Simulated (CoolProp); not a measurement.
Vapour-liquid equilibrium of ethane (1) + propane (2) at 0.194 MPa; x and y are mole fractions of (1).

The numbers come from the multi-fluid Helmholtz-energy mixture model, Bücker 2006 and Lemmon 2009; pair parameters Kunz 2012 in CoolProp.

| x | bubble temperature, mixture model (°C) | bubble temperature, Raoult's law (°C) | y, mixture model | y, Raoult's law |
|---|---|---|---|---|
| 0.05 | -31.8 | -32.5 | 0.225 | 0.255 |
| 0.125 | -38.8 | -40.1 | 0.457 | 0.500 |
| 0.2 | -44.7 | -46.1 | 0.611 | 0.652 |
| 0.275 | -49.6 | -51.2 | 0.716 | 0.750 |
| 0.35 | -53.8 | -55.3 | 0.791 | 0.818 |
| 0.425 | -57.5 | -58.9 | ? | 0.866 |
| 0.5 | ? | -62.0 | 0.886 | 0.901 |
| 0.575 | -63.7 | -64.7 | ? | 0.928 |
| 0.65 | -66.3 | -67.1 | 0.941 | 0.948 |
| 0.725 | -68.7 | -69.3 | 0.960 | 0.964 |
| 0.8 | -70.8 | -71.2 | 0.975 | 0.977 |
| 0.875 | -72.8 | -73.0 | 0.986 | 0.987 |
| 0.95 | -74.5 | -74.6 | 0.995 | 0.995 |

Problem. What belongs in the gaps?

Solution. 
- 0.425, y, mixture model: 0.845
- 0.5, bubble temperature, mixture model (°C): -60.8
- 0.575, y, mixture model: 0.917

The largest gap from Raoult's law is +1.6 K in bubble temperature, at x = 0.275. No azeotrope shows between x = 0.05 and 0.95.

The pair parameters rest on a limited set of measurements; away from them the model extrapolates.
